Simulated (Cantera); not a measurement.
Cantera run, input and output.

```python
import numpy as np
import cantera as ct

gas = ct.Solution("gri30.yaml")


def delay(T, t_max=10):
    gas.TPX = T, 390000, {'CH4': 1, 'C2H6': 0.076, 'O2': 1.51, 'N2': 5.68, 'H2O': 1.3}
    reactor = ct.IdealGasConstPressureReactor(gas, clone=False)
    net = ct.ReactorNet([reactor])
    net.rtol, net.atol = 1e-8, 1e-16
    while net.time < t_max:
        t_old, T_old = net.time, reactor.T
        net.step()
        if reactor.T > T + 400:  # ignition: a rise of 400 K
            return t_old + (T + 400 - T_old) / (reactor.T - T_old) * (net.time - t_old)
    return np.nan


taus = []
for T in [1298, 1348, 1398, 1448, 1498, 1548, 1598]:
    taus.append(delay(T))
    print(f"T0 = {T:6g} K   tau = {taus[-1]:.4e} s")
```

Output:

```
T0 =   1298 K   tau = 1.3941e-03 s
T0 =   1348 K   tau = 8.8474e-04 s
T0 =   1398 K   tau = 5.5991e-04 s
T0 =   1448 K   tau = 3.5334e-04 s
T0 =   1498 K   tau = 2.2320e-04 s
T0 =   1548 K   tau = 1.4196e-04 s
T0 =   1598 K   tau = 9.1506e-05 s
```

Cantera simulation using GRI-Mech 3.0 (53 species, 325 reactions); the numbers are that mechanism's predictions, not measurements.
